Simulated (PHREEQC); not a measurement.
Consider water at 25 °C with 0.0019 mol/kgw PbCl2, 0.00099 mol/kgw KBr and 0.28 mol/kgw Zn(NO3)2. Closed to the air; pH follows from the charge balance.

Model: ion-association model, phreeqc.dat, run in PHREEQC.

```tsv
quantity	before	after
pH	5.12	4.90
Cl- (mol/kgw)	0.00332	0.00303
PbNO3+ (mol/kgw)	0.00127	0.00125
Pb+2 (mol/kgw)	0.000599	0.000611
ZnCl+ (mol/kgw)	0.000451	0.000741
PbCl+ (mol/kgw)	2.21e-5	2.83e-5
SI of Pb(OH)2 (Pb(OH)2)	-1.62	-1.55
SI of Sylvite (KCl)	-6.81	-6.93
```

Which change was made?
(A) temperature from 25 to 80 °C
(B) KBr from 0.00099 to 0.000198 mol/kgw
(C) temperature from 25 to 40 °C
(D) diluted 2-fold with water

C, temperature from 25 to 40 °C

This is a speciation only: nothing precipitates in the calculation. The ionic strength passes 0.7 mol/kgw, the rough limit of the ion-association models, in every such run. Away from 25 °C the constants follow the database's enthalpies or fits; those with neither stay at their 25 °C values.
